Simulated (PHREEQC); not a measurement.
**Silver or lead bath: speciation**

Consider water at 25 °C with 0.00018 mol PbCl2, 0.00015 mol KNO3 and 2.4e-05 mol Zn(NO3)2 per kg of water. Closed to the air; pH follows from the charge balance.

All values are PHREEQC results (ion-association model, phreeqc.dat), not measurements.

This is a speciation only: nothing precipitates in the calculation.

Question: Estimate the pH.

Answer: pH 5.76.

Question: In which forms is Pb present?

Answer: Pb+2 98 %, PbCl+ 1.2 %, PbOH+ 1.0 % of the Pb.
